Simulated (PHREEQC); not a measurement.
Make-up at 25 °C: 0.032 mol CuCl2, 0.0018 mol H2SO4 and 0.00087 mol H3BO3 per kg of water. Closed to the air; pH follows from the charge balance.

Model: ion-association model, phreeqc.dat, run in PHREEQC.

Each row changes one thing in this solution. No solid was allowed to form.

```json
[
 {"case": "as made", "pH": "2.54", "ionic strength (mol/kgw)": "0.0939", "Cl- (mol/kgw)": "0.0619", "Cu+2 (mol/kgw)": "0.0292", "CuCl+ (mol/kgw)": "0.00198", "SO4-2 (mol/kgw)": "0.000882"},
 {"case": "H3BO3 left out", "pH": "2.54", "ionic strength (mol/kgw)": "0.0939", "Cl- (mol/kgw)": "0.0619", "Cu+2 (mol/kgw)": "0.0292", "CuCl+ (mol/kgw)": "0.00198", "SO4-2 (mol/kgw)": "0.000882"},
 {"case": "diluted 5-fold with water", "pH": "3.20", "ionic strength (mol/kgw)": "0.0196", "Cl- (mol/kgw)": "0.0127", "Cu+2 (mol/kgw)": "0.00617", "CuCl+ (mol/kgw)": "0.000125", "SO4-2 (mol/kgw)": "0.000243"},
 {"case": "H3BO3 from 0.00087 to 8.7e-05 mol/kgw", "pH": "2.54", "ionic strength (mol/kgw)": "0.0939", "Cl- (mol/kgw)": "0.0619", "Cu+2 (mol/kgw)": "0.0292", "CuCl+ (mol/kgw)": "0.00198", "SO4-2 (mol/kgw)": "0.000882"},
 {"case": "H3BO3 from 0.00087 to 0.000957 mol/kgw", "pH": "2.54", "ionic strength (mol/kgw)": "0.0939", "Cl- (mol/kgw)": "0.0619", "Cu+2 (mol/kgw)": "0.0292", "CuCl+ (mol/kgw)": "0.00198", "SO4-2 (mol/kgw)": "0.000882"}
]
```

Species that the database lacks are ignored.
